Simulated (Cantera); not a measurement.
**Reactions in the system Cu-F-N**

Cantera with NASA thermochemical tables; ideal gases at 1 bar, condensed phases pure. Values are per mole of reaction as written; species without (g) are pure solids or liquids, kept so even where they would boil at 1 bar.

2 NF₃(g) + 3 Cu → N₂(g) + 3 CuF₂(g)

```csv
T (K),ΔH° (kJ),ΔS° (J/K),ΔG° (kJ),log10 K,condensed phases
800,-550.4,348.7,-829.4,54.15,Cu(s)
950,-556.4,341.9,-881.1,48.45,Cu(s)
1100,-563.0,335.4,-931.9,44.25,Cu(s)
1250,-570.5,329.0,-981.8,41.02,Cu(s)
1400,-618.3,293.6,-1029.4,38.41,Cu(l)
1550,-627.1,287.7,-1073.0,36.16,Cu(l)
1700,-635.8,282.3,-1115.8,34.28,Cu(l)
1850,-644.5,277.4,-1157.7,32.69,Cu(l)
```

2 NF₃(g) + 3 Cu → 3 CuF₂ + N₂(g)

```
T (K)  ΔH° (kJ)  ΔS° (J/K)  ΔG° (kJ)  log10 K  condensed phases
-----  --------  ---------  --------  -------  ----------------
800     -1328.2     -148.7   -1209.2    78.95    Cu(s), CuF₂(s)
950     -1319.8     -139.1   -1187.7    65.30    Cu(s), CuF₂(s)
1100    -1311.2     -130.7   -1167.5    55.44    Cu(s), CuF₂(s)
1250    -1133.7       28.8   -1169.7    48.88    Cu(s), CuF₂(l)
1400    -1162.2        8.1   -1173.5    43.78    Cu(l), CuF₂(l)
1550    -1151.6       15.2   -1175.2    39.60    Cu(l), CuF₂(l)
1700    -1141.3       21.6   -1178.0    36.19    Cu(l), CuF₂(l)
1850    -1131.1       27.3   -1181.6    33.36    Cu(l), CuF₂(l)
```

CuF₂ → 2 F(g) + Cu

| T (K) | ΔH° (kJ) | ΔS° (J/K) | ΔG° (kJ) | log10 K | condensed phases |
|---|---|---|---|---|---|
| 800 | 693.4 | 266.6 | 480.1 | -31.35 | CuF₂(s), Cu(s) |
| 950 | 690.8 | 263.6 | 440.4 | -24.21 | CuF₂(s), Cu(s) |
| 1100 | 687.9 | 260.7 | 401.1 | -19.04 | CuF₂(s), Cu(s) |
| 1250 | 628.6 | 207.5 | 369.2 | -15.43 | CuF₂(l), Cu(s) |
| 1400 | 637.8 | 214.2 | 337.9 | -12.61 | CuF₂(l), Cu(l) |
| 1550 | 634.0 | 211.6 | 306.0 | -10.31 | CuF₂(l), Cu(l) |
| 1700 | 630.1 | 209.2 | 274.5 | -8.43 | CuF₂(l), Cu(l) |
| 1850 | 626.3 | 207.0 | 243.2 | -6.87 | CuF₂(l), Cu(l) |
